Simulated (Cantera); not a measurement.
Feed: 1 mol HMDSO, 0.27 mol CO2, at 1375 °C and 7.50 Torr.

Equilibrium computed with Cantera from the NASA thermochemical tables; the gas is ideal and each condensed phase is pure. Candidate condensed phases: C, C6H6, C7H8, C8H18, H2O, Si, SiC, SiO2; 123 gas species. The feed counts by its element totals alone. Rates play no part.

Base state: H2 0.853, CO 0.146, H 0.000824, SiO 0.000501, C2H2 (acetylene) 3.82e-5 (mole fractions); condensed: C(graphite) + SiC(s).

What changes in the equilibrium state with this change: HMDSO replaced by TEOS?


```csv
species,before,after
H2,0.853,0.687
CO,0.146,0.311
SiO,0.000501,0.00107
C2H2 (acetylene),3.82e-5,3.08e-5
H,0.000824,0.000739
"C(graphite), mol",2.74,2.76
"SiC(s), mol",1.99,0.984
```

What changes in the equilibrium state with this change: temperature from 1375 °C to 627 °C?


```csv
species,before,after
H2,0.853,0.997
CH4,9.74e-6,0.00310
CO,0.146,2.13e-7
SiO,0.000501,<1e-9
H,0.000824,1.17e-9
C2H2 (acetylene),3.82e-5,<1e-9
"C(graphite), mol",2.74,5.01
"SiC(s), mol",1.99,1.23
"SiO2(β-quartz), mol",0,0.770
```
